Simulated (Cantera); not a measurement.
An isothermal, constant-pressure homogeneous reactor starts with H2 : O2 = 0.0083 : 1 (molar parts), equivalence ratio 0.0042, at 1023 K and 0.0267 bar.

Cantera simulation using the H2/O2 subset of GRI-Mech 3.0, which has no nitrogen chemistry; the numbers are that mechanism's predictions, not measurements. Radical loss at walls, strong at low pressure, is not modelled.

x: mole fraction; the columns are a selection and need not sum to one.

```json
[
 {"t (s)": "2.00e-5", "x H2": "0.00823", "x O2": "0.992", "x O": "<1e-12", "x H": "4.92e-12", "x H2O": "<1e-12", "x H2O2": "<1e-12", "x OH": "<1e-12"},
 {"t (s)": "5.49e-5", "x H2": "0.00823", "x O2": "0.992", "x O": "5.88e-12", "x H": "1.05e-11", "x H2O": "<1e-12", "x H2O2": "<1e-12", "x OH": "5.61e-12"},
 {"t (s)": "0.000151", "x H2": "0.00823", "x O2": "0.992", "x O": "3.07e-11", "x H": "1.86e-11", "x H2O": "5.84e-12", "x H2O2": "<1e-12", "x OH": "2.70e-11"},
 {"t (s)": "0.000413", "x H2": "0.00823", "x O2": "0.992", "x O": "1.48e-10", "x H": "3.76e-11", "x H2O": "6.82e-11", "x H2O2": "<1e-12", "x OH": "1.09e-10"},
 {"t (s)": "0.00113", "x H2": "0.00823", "x O2": "0.992", "x O": "1.04e-9", "x H": "1.57e-10", "x H2O": "8.89e-10", "x H2O2": "<1e-12", "x OH": "6.20e-10"},
 {"t (s)": "0.00311", "x H2": "0.00823", "x O2": "0.992", "x O": "3.86e-8", "x H": "?", "x H2O": "4.38e-8", "x H2O2": "<1e-12", "x OH": "2.14e-8"},
 {"t (s)": "0.00854", "x H2": "0.00763", "x O2": "0.991", "x O": "0.000384", "x H": "?", "x H2O": "0.000465", "x H2O2": "1.56e-8", "x OH": "0.000202"},
 {"t (s)": "0.0234", "x H2": "4.38e-5", "x O2": "0.988", "x O": "0.00303", "x H": "?", "x H2O": "0.00799", "x H2O2": "4.10e-8", "x OH": "0.000269"},
 {"t (s)": "0.0643", "x H2": "8.26e-6", "x O2": "0.991", "x O": "0.000998", "x H": "?", "x H2O": "0.00817", "x H2O2": "2.95e-8", "x OH": "0.000134"},
 {"t (s)": "0.176", "x H2": "1.64e-6", "x O2": "0.991", "x O": "0.000212", "x H": "?", "x H2O": "0.00823", "x H2O2": "2.37e-8", "x OH": "6.12e-5"},
 {"t (s)": "0.484", "x H2": "2.55e-7", "x O2": "0.992", "x O": "3.60e-5", "x H": "?", "x H2O": "0.00825", "x H2O2": "1.45e-8", "x OH": "2.54e-5"},
 {"t (s)": "1.33", "x H2": "3.88e-8", "x O2": "0.992", "x O": "6.09e-6", "x H": "?", "x H2O": "0.00826", "x H2O2": "6.12e-9", "x OH": "1.06e-5"},
 {"t (s)": "3.64", "x H2": "6.82e-9", "x O2": "0.992", "x O": "1.20e-6", "x H": "?", "x H2O": "0.00826", "x H2O2": "1.96e-9", "x OH": "4.72e-6"},
 {"t (s)": "10.0", "x H2": "1.48e-9", "x O2": "0.992", "x O": "2.85e-7", "x H": "1.35e-10", "x H2O": "0.00826", "x H2O2": "5.88e-10", "x OH": "2.30e-6"}
]
```

### Question
Complete the blanks.

### Answer

- 0.00311, x H: 5.03e-9
- 0.00854, x H: 5.89e-5
- 0.0234, x H: 0.000169
- 0.0643, x H: 2.75e-5
- 0.176, x H: 2.67e-6
- 0.484, x H: 1.88e-7
- 1.33, x H: 1.32e-8
- 3.64, x H: 1.16e-9
